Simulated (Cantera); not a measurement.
What does this Cantera script print?

```python
import numpy as np
import cantera as ct

gas_names = [...]  # 116 gases of nasa_gas.yaml made of C, H, Mg, O
cond_names = """
    C(gr) C6H6(L) C7H8(L) C8H18(L),n-octa H2O(s) H2O(L) Mg(cr) Mg(L) MgCO3(s) MgO(s) MgO(L) MgO2H2(s)
""".split()


# ... load() reads the species with a 1 bar reference pressure and builds the phases ...
atoms = {
    'Mg(OH)2': {'Mg': 1, 'O': 2, 'H': 2},
    'CO2': {'C': 1, 'O': 2},
    'H2O': {'H': 2, 'O': 1},
}
top_T = {'C(gr)': 4500}  # K; cautious upper limits of use, not melting points


# ... equilibrate(T, P, feed) seeds the gas with the atoms and calls Mixture.equilibrate('TP', solver="vcs", rtol=1e-11, max_steps=5000) ...
results = []
feed = {'Mg(OH)2': 1, 'CO2': 0.11, 'H2O': 3.6}  # mol
P = 3800  # Pa
for T in [875, 950, 1025, 1100, 1175, 1250, 1325, 1400, 1475, 1550, 1625, 1700, 1775, 1850]:
    mix = equilibrate(T, P, feed)
    results.append((T, P, feed, dict(zip(mix.species_names, mix.species_moles))))

top = {s: max(r[3][s] / sum(r[3][g] for g in gas_names) for r in results) for s in gas_names}
cols = sorted((s for s in top if top[s] > 1e-05), key=lambda s: -top[s])[:8]
seen = [c for c in cond_names if any(r[3].get(c, 0) > 1e-12 for r in results)]
print("log10 of partial pressures in bar; condensed amounts in mol")
print(f"{'T/K':>10s}" + "".join(f"{s[:9]:>10s}" for s in cols + seen))
for T, P, feed, n in results:
    ng = sum(n[g] for g in gas_names)
    print(f"{T:10.4g}" + "".join(f"{np.log10(max(n[s] / ng * P / 1e5, 1e-99)):10.3f}" for s in cols)
          + "".join(f"{n.get(c, 0):10.4g}" for c in seen))
```

Result:

```
log10 of partial pressures in bar; condensed amounts in mol
       T/K       H2O       CO2        H2        O2        OH        CO         H         O    MgO(s)
       875    -1.430    -3.052    -8.790    -9.091   -10.470   -10.832   -14.694   -16.233         1
       950    -1.430    -3.052    -8.013    -8.315    -9.511    -9.887   -13.261   -14.655         1
      1025    -1.430    -3.052    -7.348    -7.651    -8.691    -9.082   -12.035   -13.307         1
      1100    -1.430    -3.052    -6.772    -7.076    -7.982    -8.388   -10.974   -12.141         1
      1175    -1.430    -3.052    -6.270    -6.575    -7.364    -7.784   -10.046   -11.123         1
      1250    -1.431    -3.052    -5.826    -6.133    -6.820    -7.253    -9.229   -10.226         1
      1325    -1.431    -3.052    -5.432    -5.741    -6.337    -6.783    -8.503    -9.430         1
      1400    -1.431    -3.052    -5.080    -5.391    -5.905    -6.365    -7.853    -8.719         1
      1475    -1.431    -3.052    -4.763    -5.077    -5.518    -5.990    -7.269    -8.080         1
      1550    -1.431    -3.053    -4.477    -4.793    -5.168    -5.652    -6.740    -7.503         1
      1625    -1.432    -3.054    -4.217    -4.535    -4.850    -5.347    -6.260    -6.978         1
      1700    -1.433    -3.057    -3.979    -4.301    -4.561    -5.070    -5.821    -6.500         1
      1775    -1.434    -3.061    -3.762    -4.086    -4.297    -4.818    -5.420    -6.062         1
      1850    -1.436    -3.067    -3.563    -3.890    -4.055    -4.590    -5.050    -5.660    0.9999
```

These are equilibrium values from Cantera (NASA tables, ideal gas, pure condensed phases), not measurements of a reactor.
